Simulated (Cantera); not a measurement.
Charge: 1 mol PbO, 0.094 mol CO, 1 mol N2, at 1373.15 K and 7.50 Torr.

Cantera equilibrium calculation (NASA polynomials, part measured and part estimated; ideal gas, pure solids and liquids). Candidate condensed phases: C, Pb, PbO, PbO2, Pb3O4; 27 gas species. Gases not in the tables: (PbO)n polymers. Kinetics and transport are ignored.

**Question.** What is the equilibrium state?

**Answer.** 
```
Property                                    Value
--------------------------------------  ---------
x(N2)                                       0.712
x(PbO)                                      0.149
x(Pb)                                      0.0703
x(CO2)                                     0.0669
x(O2)                                     0.00169
x(NO)                                     5.30e-5
x(CO)                                     9.95e-6
x(Pb2)                                    1.33e-6
n(PbO(l))                               0.692 mol
gas amount                              1.405 mol
log10 activity of Pb(l) (absent)            -0.96
log10 activity of C(graphite) (absent)     -13.47
```
